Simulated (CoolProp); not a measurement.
A simple Rankine cycle with R113: condensing at 326.15 K, boiler at 0.643 MPa, turbine inlet 392.4 K, turbine efficiency 0.9, pump efficiency 0.8, no recuperator. Each further row changes one setting.

Model: reference Helmholtz-energy equation of state, Marx 1992, in CoolProp.

| case | thermal efficiency (%) | net work (kJ/kg) | heat in (kJ/kg) | turbine exit temperature (K) | volume ratio over the turbine |
|---|---|---|---|---|---|
| as stated | 12.2 | 22.2 | 183 | 351.3 | … |
| turbine inlet 412.4 K | 12.0 | 23.8 | 199 | 371.5 | 5.31 |
| condensing temperature 318.15 K | 13.5 | 25.7 | 190 | 345.8 | 6.97 |
| boiler pressure 0.45 MPa | 9.8 | 18.2 | … | 361.3 | 3.68 |
| turbine efficiency 0.8 | … | 19.7 | 183 | 354.8 | 5.47 |

Question: What belongs in the gaps?

Answer: 
- as stated, volume ratio over the turbine: 5.41
- boiler pressure 0.45 MPa, heat in (kJ/kg): 186
- turbine efficiency 0.8, thermal efficiency (%): 10.8
